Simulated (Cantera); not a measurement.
## Adiabatic ignition

An adiabatic, constant-volume homogeneous reactor starts with CH₄ : CO : O₂ : N₂ : CO₂ = 1 : 0.19 : 5.37 : 20.2 : 7.8 (molar parts), at 1800 K and 22000 Pa.

Cantera simulation using GRI-Mech 3.0 (53 species, 325 reactions); the numbers are that mechanism's predictions, not measurements.

| t (s) | T (K) | P (bar) | x CH₄ | x CO | x O₂ | x HO₂ | x C₂H₆ |
|---|---|---|---|---|---|---|---|
| 2.00e-6 | 1800 | 0.220 | 0.0289 | 0.00550 | 0.155 | 1.53e-7 | <1e-12 |
| 4.64e-6 | 1800 | 0.220 | 0.0289 | 0.00550 | 0.155 | 3.52e-7 | 5.43e-12 |
| 1.07e-5 | 1800 | 0.220 | 0.0289 | 0.00550 | 0.155 | 8.05e-7 | 1.10e-10 |
| 2.49e-5 | 1800 | 0.220 | 0.0289 | 0.00550 | 0.155 | 1.82e-6 | 2.10e-9 |
| 5.78e-5 | 1800 | 0.220 | 0.0289 | 0.00550 | 0.155 | 4.03e-6 | 3.34e-8 |
| 0.000134 | 1800 | 0.220 | 0.0287 | 0.00550 | 0.155 | 8.90e-6 | 5.14e-7 |
| 0.000310 | 1801 | 0.220 | 0.0275 | 0.00564 | 0.155 | 3.00e-5 | 1.17e-5 |
| 0.000719 | 2115 | 0.265 | <1e-12 | 0.0347 | 0.105 | 1.86e-6 | <1e-12 |
| 0.00167 | 2154 | 0.269 | <1e-12 | 0.0316 | 0.104 | 1.78e-6 | <1e-12 |
| 0.00387 | 2216 | 0.275 | <1e-12 | 0.0264 | 0.103 | 1.83e-6 | <1e-12 |
| 0.00896 | 2282 | 0.282 | <1e-12 | 0.0205 | 0.101 | 2.23e-6 | <1e-12 |
| 0.0208 | 2308 | 0.285 | <1e-12 | 0.0179 | 0.0996 | 2.53e-6 | <1e-12 |
| 0.0482 | 2308 | 0.285 | <1e-12 | 0.0176 | 0.0990 | 2.53e-6 | <1e-12 |
| 0.112 | 2305 | 0.285 | <1e-12 | 0.0174 | 0.0979 | 2.48e-6 | <1e-12 |
| 0.259 | 2301 | 0.284 | <1e-12 | 0.0171 | 0.0963 | 2.43e-6 | <1e-12 |
| 0.600 | 2299 | 0.284 | <1e-12 | 0.0170 | 0.0954 | 2.39e-6 | <1e-12 |
x: mole fraction; the columns are a selection and need not sum to one.

The time of steepest temperature rise is 0.553 ms and the temperature at 0.600 s is 2299 K. The equilibrium temperature is 2299 K, the x(CH₄) at 0.600 s is <1e-12 (gas-phase equilibrium <1e-12) and the x(CO) at 0.600 s is 0.0170 (gas-phase equilibrium 0.0170). The x(O₂) at 0.600 s is 0.0954 (gas-phase equilibrium 0.0953).
